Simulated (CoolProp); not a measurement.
Saturation properties of sulfur dioxide (Tc = 157.5 °C, pc = 78.87 bar, ω = 0.256).

Values from CoolProp's reference Helmholtz-energy equation of state, Gao 2016.

```json
[
 {"T (°C)": "3.75", "p (bar)": "1.809", "liquid density (kg/m³)": "1425", "vapour density (kg/m³)": "5.248", "surface tension (mN/m)": "25.8"},
 {"T (°C)": "6.25", "p (bar)": "1.995", "liquid density (kg/m³)": "1418", "vapour density (kg/m³)": "5.755", "surface tension (mN/m)": "25.3"},
 {"T (°C)": "8.85", "p (bar)": "2.205", "liquid density (kg/m³)": "1411", "vapour density (kg/m³)": "6.321", "surface tension (mN/m)": "24.8"},
 {"T (°C)": "11.45", "p (bar)": "2.431", "liquid density (kg/m³)": "1404", "vapour density (kg/m³)": "6.930", "surface tension (mN/m)": "24.3"},
 {"T (°C)": "14.05", "p (bar)": "2.676", "liquid density (kg/m³)": "1397", "vapour density (kg/m³)": "7.584", "surface tension (mN/m)": "23.8"},
 {"T (°C)": "16.55", "p (bar)": "2.928", "liquid density (kg/m³)": "1390", "vapour density (kg/m³)": "8.257", "surface tension (mN/m)": "23.3"},
 {"T (°C)": "19.15", "p (bar)": "3.210", "liquid density (kg/m³)": "1383", "vapour density (kg/m³)": "9.006", "surface tension (mN/m)": "22.8"},
 {"T (°C)": "21.75", "p (bar)": "3.513", "liquid density (kg/m³)": "1376", "vapour density (kg/m³)": "9.807", "surface tension (mN/m)": "22.3"},
 {"T (°C)": "24.25", "p (bar)": "3.824", "liquid density (kg/m³)": "1369", "vapour density (kg/m³)": "10.63", "surface tension (mN/m)": "21.8"},
 {"T (°C)": "26.85", "p (bar)": "4.170", "liquid density (kg/m³)": "1362", "vapour density (kg/m³)": "11.54", "surface tension (mN/m)": "21.3"},
 {"T (°C)": "29.45", "p (bar)": "4.540", "liquid density (kg/m³)": "1354", "vapour density (kg/m³)": "12.51", "surface tension (mN/m)": "20.8"},
 {"T (°C)": "31.95", "p (bar)": "4.918", "liquid density (kg/m³)": "1347", "vapour density (kg/m³)": "13.50", "surface tension (mN/m)": "20.3"},
 {"T (°C)": "34.55", "p (bar)": "5.337", "liquid density (kg/m³)": "1339", "vapour density (kg/m³)": "14.60", "surface tension (mN/m)": "19.8"}
]
```

It boils at -10.0 °C under 1 atm.

Surface tension comes from a separate correlation (Mulero 2012).
